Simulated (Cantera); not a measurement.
## NO annealing gas

An isothermal, constant-pressure homogeneous reactor starts with 24.4 % NO, 75.6 % N2, at 2223 K and 0.520 bar.

Model: GRI-Mech 3.0 (53 species, 325 reactions), integrated in Cantera.

```tsv
t (s)	x NO	x N2O	x O2	x NO2	x N2
0.000200	0.244	1.99e-5	1.91e-6	3.46e-6	0.756
0.000486	0.244	2.90e-5	1.42e-5	1.04e-5	0.756
0.00118	0.243	3.13e-5	0.000105	2.42e-5	0.756
0.00287	0.242	3.04e-5	0.000565	3.49e-5	0.757
0.00697	0.240	2.95e-5	0.00192	3.89e-5	0.758
0.0169	0.232	2.76e-5	0.00540	4.54e-5	0.762
0.0412	0.214	2.29e-5	0.0144	5.65e-5	0.771
0.100	0.169	1.39e-5	0.0369	6.52e-5	0.793
0.243	0.0865	3.72e-6	0.0780	4.72e-5	0.834
0.590	0.0228	6.11e-7	0.110	1.47e-5	0.866
1.43	0.0107	4.42e-7	0.116	7.08e-6	0.872
3.49	0.0104	4.40e-7	0.116	6.89e-6	0.872
8.47	0.0104	4.40e-7	0.116	6.89e-6	0.872
20.6	0.0104	4.40e-7	0.116	6.89e-6	0.872
50.0	0.0104	4.40e-7	0.116	6.89e-6	0.872
```
x: mole fraction; the columns are a selection and need not sum to one.

Equilibrium at this temperature and pressure: NO 0.0104, N2O 4.40e-7, O2 0.116, NO2 6.89e-6, N2 0.872 (gas phase only).
